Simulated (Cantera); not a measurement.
Feed: 1 mol Si, a varied amount of F2, 3.5 mol H2, at 1348.15 K and 2700 Pa.

Method: chemical equilibrium by Gibbs-energy minimisation in Cantera with the NASA 1993 tables (ideal gas, pure condensed phases). Candidate condensed phases: Si; 25 gas species. The tables' values for SiF3, SiF2 are old estimates; treat these amounts as uncertain. Equilibrium is a limit: real reactors are often held back by kinetics, nucleation or transport.

x: gas mole fraction; n: condensed amount in mol.

| n(F2) (mol) | x H2 | x HF | x SiF4 | x F | x SiF3 | x SiHF3 | n Si(s) |
|---|---|---|---|---|---|---|---|
| 0.8 | 0.891 | 0.00148 | 0.0870 | <1e-12 | 0.0114 | 0.00764 | ___ |
| 1 | 0.868 | 0.00153 | 0.107 | <1e-12 | 0.0134 | 0.00881 | ___ |
| 1.3 | 0.835 | 0.00160 | 0.135 | <1e-12 | 0.0159 | 0.0103 | ___ |
| 1.7 | 0.795 | 0.00165 | 0.170 | <1e-12 | 0.0189 | 0.0120 | ___ |
| 2.1 | 0.738 | 0.0448 | 0.216 | 5.98e-12 | 0.000851 | 0.000517 | 0 |
| 2.7 | 0.538 | 0.269 | 0.192 | 4.21e-11 | 0.000108 | 5.59e-5 | 0 |
| 3.5 | 0.333 | 0.500 | 0.167 | 9.93e-11 | 3.96e-5 | 1.62e-5 | 0 |
| 4.5 | 0.143 | 0.714 | 0.143 | 2.17e-10 | 1.55e-5 | 4.16e-6 | 0 |
| 5.8 | <1e-12 | 0.814 | 0.116 | 0.0696 | <1e-12 | <1e-12 | 0 |

Q: Some entries are withheld; supply them.

A: 
- 0.8, n Si(s): 0.580
- 1, n Si(s): 0.476
- 1.3, n Si(s): 0.321
- 1.7, n Si(s): 0.114
